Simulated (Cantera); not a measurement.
# Si + NF3 (silicon etching in halogen gases)

Charge: 1 mol Si, 4.4 mol NF3, at 1050 °C and 0.100 bar.

Cantera equilibrium calculation (NASA polynomials, part measured and part estimated; ideal gas, pure solids and liquids). Candidate condensed phases: Si, Si3N4; 16 gas species. The numbers say what is thermodynamically allowed, not how fast it happens.

```
Quantity                             Result
--------------------------------  ---------
x(F)                                  0.693
x(N2)                                 0.184
x(SiF4)                              0.0838
x(F2)                                0.0387
x(NF3)                              3.12e-6
gas amount                        11.94 mol
log10 activity of Si(s) (absent)     -53.51
```
